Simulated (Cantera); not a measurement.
A closed system holds: 1 mol Zr, 0.016 mol H2O, 120 mol H2, equilibrated at 1873.15 K and 101000 Pa.

These are equilibrium values from Cantera (NASA tables, ideal gas, pure condensed phases), not measurements of a reactor. Candidate condensed phases: H2O, Zr, ZrO2; 12 gas species. Mutual solubility and eutectic melting of coexisting phases are not modelled. Condensed phases not in the tables: N, O or C dissolved in the metal. The numbers say what is thermodynamically allowed, not how fast it happens.

Problem. What is the equilibrium state?

Solution. 
```
Item                      Result
-------------------  -----------
x(H2)                      0.999
x(H)                    0.000642
n(Zr(β))               0.992 mol
n(ZrO2(tetragonal))  0.00798 mol
gas amount             120.1 mol
```
